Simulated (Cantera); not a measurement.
Reactions in the system Cl-Li-O

Standard-state values (1 bar) from the NASA 1993 polynomials, evaluated with Cantera. Values are per mole of reaction as written; species without (g) are pure solids or liquids, kept so even where they would boil at 1 bar.

O2(g) + 4 LiCl(g) = 2 Cl2(g) + 2 Li2O

```json
[
 {"T (K)": "300", "ΔH° (kJ)": "-414.5", "ΔS° (J/K)": "-534.7", "ΔG° (kJ)": "-254.1", "log10 K": "44.24"},
 {"T (K)": "423", "ΔH° (kJ)": "-411.6", "ΔS° (J/K)": "-526.8", "ΔG° (kJ)": "-188.8", "log10 K": "23.31"},
 {"T (K)": "498", "ΔH° (kJ)": "-409.0", "ΔS° (J/K)": "-521.2", "ΔG° (kJ)": "-149.5", "log10 K": "15.68"},
 {"T (K)": "573", "ΔH° (kJ)": "-406.0", "ΔS° (J/K)": "-515.6", "ΔG° (kJ)": "-110.6", "log10 K": "10.08"},
 {"T (K)": "648", "ΔH° (kJ)": "-402.7", "ΔS° (J/K)": "-510.1", "ΔG° (kJ)": "-72.2", "log10 K": "5.82"},
 {"T (K)": "723", "ΔH° (kJ)": "-399.1", "ΔS° (J/K)": "-504.9", "ΔG° (kJ)": "-34.1", "log10 K": "2.46"}
]
```

O2(g) + 4 LiCl = 2 Li2O + 4 Cl(g)

| T (K) | ΔH° (kJ) | ΔS° (J/K) | ΔG° (kJ) | log10 K |
|---|---|---|---|---|
| 300 | 920.8 | 294.1 | 832.5 | -144.96 |
| 423 | 918.3 | 287.2 | 796.8 | -98.40 |
| 498 | 917.2 | 284.7 | 775.4 | -81.33 |
| 573 | 916.1 | 282.7 | 754.1 | -68.74 |
| 648 | 915.0 | 280.8 | 733.0 | -59.08 |
| 723 | 913.6 | 278.9 | 712.0 | -51.44 |
